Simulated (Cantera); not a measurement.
Ignition delay

Mixture: 6.94 % C3H8, 16.5 % O2, 62.1 % N2, 13.9 % H2O, 0.541 % CO2, at 1.01 bar, adiabatic and at constant volume. Ignition delay is the time to a rise of 400 K.

Cantera simulation using GRI-Mech 3.0 (53 species, 325 reactions); the numbers are that mechanism's predictions, not measurements. GRI-Mech 3.0 was tuned for natural gas; its chemistry of propane as a main component is partial and can be far from experiment.

| T0 (K) | delay (ms) |
|---|---|
| 1175 | 12.5 |
| 1225 | 4.63 |
| 1275 | 1.88 |
| 1325 | 0.844 |
| 1375 | 0.414 |
| 1425 | 0.221 |
| 1475 | 0.127 |
| 1525 | 0.0788 |
| 1575 | 0.0518 |
| 1625 | 0.0360 |

```yaml
apparent activation energy between 1525 and 1625 K: 160 kJ/mol
```
